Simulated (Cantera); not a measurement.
A Cantera script and what it prints.

```python
import numpy as np
import cantera as ct

gas_names = [...]  # 109 gases of nasa_gas.yaml made of C, Cl, H, Si
cond_names = """
    C(gr) C6H6(L) C7H8(L) C8H18(L),n-octa Si(cr) Si(L) SiC(b)
""".split()


# ... load() reads the species with a 1 bar reference pressure and builds the phases ...
atoms = {
    'SiHCl3': {'Si': 1, 'H': 1, 'CL': 3},
    'C3H8': {'C': 3, 'H': 8},
    'H2': {'H': 2},
}
top_T = {'C(gr)': 4500, 'SiC(b)': 3050}  # K; cautious upper limits of use, not melting points


# ... equilibrate(T, P, feed) seeds the gas with the atoms and calls Mixture.equilibrate('TP', solver="vcs", rtol=1e-11, max_steps=5000) ...
results = []
feed = {'SiHCl3': 1, 'C3H8': 0.91, 'H2': 1500}  # mol
P = 500  # Pa
for T in [925, 1025, 1125, 1225, 1325, 1425, 1525, 1625, 1725, 1825, 1925, 2025, 2125, 2225]:
    mix = equilibrate(T, P, feed)
    results.append((T, P, feed, dict(zip(mix.species_names, mix.species_moles))))

top = {s: max(r[3][s] / sum(r[3][g] for g in gas_names) for r in results) for s in gas_names}
cols = sorted((s for s in top if top[s] > 0.0001), key=lambda s: -top[s])[:6]
seen = [c for c in cond_names if any(r[3].get(c, 0) > 1e-12 for r in results)]
print("log10 of partial pressures in bar; condensed amounts in mol")
print(f"{'T/K':>10s}" + "".join(f"{s[:9]:>10s}" for s in cols + seen))
for T, P, feed, n in results:
    ng = sum(n[g] for g in gas_names)
    print(f"{T:10.4g}" + "".join(f"{np.log10(max(n[s] / ng * P / 1e5, 1e-99)):10.3f}" for s in cols)
          + "".join(f"{n.get(c, 0):10.4g}" for c in seen))
```

Output:

```
log10 of partial pressures in bar; condensed amounts in mol
       T/K        H2         H       HCL       CH4 C2H2,acet        Si     C(gr)    SiC(b)
       925    -2.302   -10.736    -5.001    -5.249   -12.199   -21.367    0.0344         1
      1025    -2.302    -9.512    -5.001    -5.738   -10.958   -18.497     1.179         1
      1125    -2.302    -8.503    -5.002    -6.144    -9.941   -16.140     1.514         1
      1225    -2.302    -7.657    -5.002    -6.486    -9.092   -14.170     1.631         1
      1325    -2.302    -6.937    -5.002    -6.777    -8.372   -12.499     1.677    0.9999
      1425    -2.302    -6.317    -5.002    -7.028    -7.755   -11.064     1.691    0.9999
      1525    -2.302    -5.777    -5.002    -7.246    -7.220    -9.820     1.677    0.9998
      1625    -2.302    -5.303    -5.002    -7.437    -6.751    -8.730     1.613     0.999
      1725    -2.303    -4.883    -5.003    -7.607    -6.339    -7.767     1.452    0.9933
      1825    -2.305    -4.509    -5.005    -7.759    -5.973    -6.911     1.122    0.9564
      1925    -2.308    -4.174    -5.009    -7.898    -5.647    -6.146    0.5915    0.7497
      2025    -2.314    -3.873    -5.017    -8.034    -5.367    -5.547         0         0
      2125    -2.325    -3.602    -5.030    -8.291    -5.369    -5.530         0         0
      2225    -2.342    -3.360    -5.051    -8.539    -5.376    -5.528         0         0
```

These are equilibrium values from Cantera (NASA tables, ideal gas, pure condensed phases), not measurements of a reactor.
